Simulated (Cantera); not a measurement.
Feed: 1 mol CH3SiCl3, 0.0065 mol C2H4, 3.8 mol H2, at 23.0 mbar.

These are equilibrium values from Cantera (NASA tables, ideal gas, pure condensed phases), not measurements of a reactor. Candidate condensed phases: C, C6H6, C7H8, C8H18, Si, SiC; 109 gas species. The feed counts by its element totals alone. The tables' values for SiCl, SiCl3 are old estimates; treat these amounts as uncertain. Gases not in the tables: Si2H6 and higher silanes. Equilibrium is a limit: real reactors are often held back by kinetics, nucleation or transport. All values below are at 2250 K.

Base state: H2 0.573, HCl 0.324, SiCl2 0.0420, H 0.0371, Cl 0.0152, Si 0.00321, SiCl 0.00212, C2H2 (acetylene) 0.00192 (mole fractions); condensed: C(graphite) + SiC(s).

### Question
What changes in the equilibrium state with this change: pressure from 23.0 mbar to 5.40 mbar?

### Answer
```json
[
 {"species": "H2", "before": "0.573", "after": "0.537"},
 {"species": "HCl", "before": "0.324", "after": "0.299"},
 {"species": "H", "before": "0.0371", "after": "0.0740"},
 {"species": "Si", "before": "0.00321", "after": "0.0137"},
 {"species": "Cl", "before": "0.0152", "after": "0.0298"},
 {"species": "SiCl2", "before": "0.0420", "after": "0.0381"},
 {"species": "Si2", "before": "7.04e-6", "after": "3.00e-5"},
 {"species": "SiC2", "before": "0.000371", "after": "0.00158"},
 {"species": "Si2C", "before": "0.000222", "after": "0.000947"},
 {"species": "SiCl3", "before": "0.000289", "after": "0.000121"},
 {"species": "C(graphite), mol", "before": "0.321", "after": "0.395"},
 {"species": "SiC(s), mol", "before": "0.658", "after": "0.561"}
]
```
